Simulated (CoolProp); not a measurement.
Vapour-liquid equilibrium of R22 (1) + R142b (2) at 290.2 K; x and y are mole fractions of (1).

Computed with CoolProp (multi-fluid Helmholtz-energy mixture model, Kamei 1995 and Lemmon 2006; pair parameters Bell 2016).

```json
[
 {"x": "0.05", "bubble pressure, mixture model (kPa)": "288.7", "bubble pressure, Raoult's law (kPa)": "291.3", "y, mixture model": "0.128", "y, Raoult's law": "0.144"},
 {"x": "0.15", "bubble pressure, mixture model (kPa)": "(withheld)", "bubble pressure, Raoult's law (kPa)": "348.8", "y, mixture model": "0.325", "y, Raoult's law": "0.360"},
 {"x": "0.25", "bubble pressure, mixture model (kPa)": "390.7", "bubble pressure, Raoult's law (kPa)": "406.2", "y, mixture model": "0.473", "y, Raoult's law": "0.515"},
 {"x": "0.35", "bubble pressure, mixture model (kPa)": "442.5", "bubble pressure, Raoult's law (kPa)": "463.7", "y, mixture model": "0.590", "y, Raoult's law": "0.632"},
 {"x": "0.45", "bubble pressure, mixture model (kPa)": "(withheld)", "bubble pressure, Raoult's law (kPa)": "521.2", "y, mixture model": "0.686", "y, Raoult's law": "0.723"},
 {"x": "0.55", "bubble pressure, mixture model (kPa)": "(withheld)", "bubble pressure, Raoult's law (kPa)": "578.6", "y, mixture model": "0.766", "y, Raoult's law": "0.796"},
 {"x": "0.65", "bubble pressure, mixture model (kPa)": "(withheld)", "bubble pressure, Raoult's law (kPa)": "636.1", "y, mixture model": "(withheld)", "y, Raoult's law": "0.856"},
 {"x": "0.75", "bubble pressure, mixture model (kPa)": "672.9", "bubble pressure, Raoult's law (kPa)": "693.6", "y, mixture model": "0.892", "y, Raoult's law": "0.905"},
 {"x": "0.85", "bubble pressure, mixture model (kPa)": "737.3", "bubble pressure, Raoult's law (kPa)": "751.1", "y, mixture model": "0.941", "y, Raoult's law": "0.948"},
 {"x": "0.95", "bubble pressure, mixture model (kPa)": "803.7", "bubble pressure, Raoult's law (kPa)": "808.5", "y, mixture model": "(withheld)", "y, Raoult's law": "0.984"}
]
```

Problem. Complete the blanks.

Solution. 
- 0.15, bubble pressure, mixture model (kPa): 339.8
- 0.45, bubble pressure, mixture model (kPa): 496.1
- 0.55, bubble pressure, mixture model (kPa): 552.2
- 0.65, bubble pressure, mixture model (kPa): 611.1
- 0.65, y, mixture model: 0.834
- 0.95, y, mixture model: 0.982

The largest gap from Raoult's law is -4.8 % in bubble pressure, at x = 0.45. No azeotrope shows between x = 0.05 and 0.95.

Pair parameters are fitted to limited data, so mixtures are less certain than the pure fluids.
